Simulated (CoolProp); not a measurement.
Ethylene along the isotherm 13.45 °C: density (kg/m³) from the reference equation and from simpler models built on Tc = 9.2 °C, pc = 5.042 MPa, ω = 0.087; each cubic takes its own stable root.

The numbers come from the reference Helmholtz-energy equation of state, Smukala 2000 in CoolProp.

```json
[
 {"p (MPa)": "0.168", "phase": "gas", "reference": "1.999"},
 {"p (MPa)": "0.336", "phase": "gas", "reference": "4.044"},
 {"p (MPa)": "0.504", "phase": "gas", "reference": "6.135"},
 {"p (MPa)": "0.672", "phase": "gas", "reference": "8.277"},
 {"p (MPa)": "0.84", "phase": "gas", "reference": "10.47"},
 {"p (MPa)": "1.01", "phase": "gas", "reference": "12.75"},
 {"p (MPa)": "1.18", "phase": "gas", "reference": "15.09"},
 {"p (MPa)": "1.34", "phase": "gas", "reference": "17.36"},
 {"p (MPa)": "1.51", "phase": "gas", "reference": "19.83"},
 {"p (MPa)": "1.68", "phase": "gas", "reference": "22.38"},
 {"p (MPa)": "1.85", "phase": "gas", "reference": "25.02"},
 {"p (MPa)": "2.02", "phase": "gas", "reference": "27.74"},
 {"p (MPa)": "2.18", "phase": "gas", "reference": "30.40"},
 {"p (MPa)": "2.35", "phase": "gas", "reference": "33.32"},
 {"p (MPa)": "2.52", "phase": "gas", "reference": "36.36"}
]
```

**Question.** How far does each simpler model (ideal gas, Peng-Robinson) lie from the reference over these 15 states: mean and median of the absolute difference, and the worst?

**Answer.** 
- ideal gas: mean 9.4 %, median 9.1 %, worst -18.4 % at 13.45 °C and 2.52 MPa
- Peng-Robinson: mean 1.2 %, median 1.2 %, worst +2.2 % at 13.45 °C and 2.52 MPa
